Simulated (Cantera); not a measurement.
A Cantera script and its output.

```python
import numpy as np
import cantera as ct

gas = ct.Solution("gri30.yaml")
gas.TPX = 1650, 500000, {'H2': 1, 'O2': 2.7, 'N2': 8.68}
reactor = ct.IdealGasReactor(gas, energy="on", clone=False)
net = ct.ReactorNet([reactor])
net.rtol, net.atol = 1e-08, 1e-16
show = ['H2', 'O2', 'H2O', 'NO', 'OH']
times = np.geomspace(5e-06, 8, 10)

steps = ct.SolutionArray(gas, extra=["t"])
rows = []
print(f"{'t/s':>10s}{'T/K':>9s}{'P/Pa':>11s}" + "".join(f"{s:>11s}" for s in show))
for t in times:
    while net.time < t:
        t_next = net.step()
        steps.append(gas.state, t=t_next)
    rows.append([np.interp(t, steps.t, y) for y in (steps.T, steps.P, *steps(*show).X.T)])
    print(f"{t:10.3e}{rows[-1][0]:9.1f}{rows[-1][1]:11.4g}" + "".join(f"{x:11.3e}" for x in rows[-1][2:]))
rate = np.gradient(steps.T, steps.t)
print("integrator steps:", len(steps.t))
if steps.T.max() > steps.T[0] + 200:
    print(f"time of steepest temperature rise: {steps.t[rate.argmax()]:.4e} s")
gas.TPX = 1650, 500000, {'H2': 1, 'O2': 2.7, 'N2': 8.68}
gas.equilibrate("UV")
print(f"equilibrium (UV): T = {gas.T:.1f} K  " + "  ".join(f"{s} {gas[s].X[0]:.3e}" for s in show))
```

Output:

```
       t/s      T/K       P/Pa         H2         O2        H2O         NO         OH
 5.000e-06   2130.9  6.274e+05  2.174e-03  1.754e-01  7.334e-02  2.142e-05  1.234e-02
 2.445e-05   2311.1  6.734e+05  2.339e-04  1.830e-01  8.125e-02  4.820e-05  4.940e-03
 1.196e-04   2318.3  6.752e+05  1.701e-04  1.834e-01  8.170e-02  9.221e-05  4.259e-03
 5.848e-04   2317.7  6.751e+05  1.696e-04  1.833e-01  8.171e-02  2.994e-04  4.250e-03
 2.860e-03   2315.1  6.743e+05  1.675e-04  1.828e-01  8.173e-02  1.275e-03  4.209e-03
 1.399e-02   2304.6  6.712e+05  1.592e-04  1.810e-01  8.183e-02  5.169e-03  4.047e-03
 6.840e-02   2285.7  6.656e+05  1.451e-04  1.776e-01  8.200e-02  1.214e-02  3.767e-03
 3.345e-01   2282.4  6.646e+05  1.427e-04  1.770e-01  8.203e-02  1.335e-02  3.720e-03
 1.636e+00   2282.4  6.646e+05  1.427e-04  1.770e-01  8.203e-02  1.335e-02  3.720e-03
 8.000e+00   2282.4  6.646e+05  1.427e-04  1.770e-01  8.203e-02  1.335e-02  3.720e-03
integrator steps: 1224
time of steepest temperature rise: 2.3435e-06 s
equilibrium (UV): T = 2282.4 K  H2 1.427e-04  O2 1.770e-01  H2O 8.203e-02  NO 1.335e-02  OH 3.720e-03
```

Computed with Cantera and GRI-Mech 3.0 (53 species, 325 reactions). The hydrogen kinetics of GRI-Mech 3.0 are dated; newer H2 mechanisms differ, most at raised pressure.
